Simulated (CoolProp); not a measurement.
Computed with CoolProp (reference Helmholtz-energy equation of state, Platzer 1990). This equation is an older, rougher fit.

For R114, give the phase and the Joule-Thomson coefficient (K/MPa) at 402.7 K and 158 kPa.


- 402.7 K and 158 kPa: gas; Joule-Thomson coefficient 9.46
